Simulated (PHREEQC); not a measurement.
# Brine: speciation

Consider water at 38 °C with 0.66 mol HCl and 2.9 mol MgCl2 per kg of water. Closed to the air; pH follows from the charge balance.

The numbers come from PHREEQC with the Pitzer model, pitzer.dat.

Each row changes one thing in this solution. Precipitation was switched off in this run.

```csv
case,pH,SI of Bischofite (MgCl2:6H2O),SI of MgCl2_4H2O (MgCl2:4H2O)
as made,-1.08,-2.11,-4.08
MgCl2 from 2.9 to 2.61 mol/kgw,-0.93,-2.40,?
temperature from 38 to 40 °C,-1.07,-2.11,-4.06
HCl from 0.66 to 1.32 mol/kgw,-1.56,-1.85,-3.74
HCl from 0.66 to 3.3 mol/kgw,-2.50,-1.16,-2.83
diluted 10-fold with water,?,-6.39,-8.66
HCl replaced by KCl at the same molality,4.34,-2.28,?
diluted 2-fold with water,?,-3.91,-6.09
```

Question: Some entries are withheld; supply them.

Answer: 
- MgCl2 from 2.9 to 2.61 mol/kgw, SI of MgCl2_4H2O (MgCl2:4H2O): -4.41
- diluted 10-fold with water, pH: 1.25
- HCl replaced by KCl at the same molality, SI of MgCl2_4H2O (MgCl2:4H2O): -4.27
- diluted 2-fold with water, pH: 0.03

Species that the database lacks are ignored. Constants without temperature data keep their 25 °C values here.
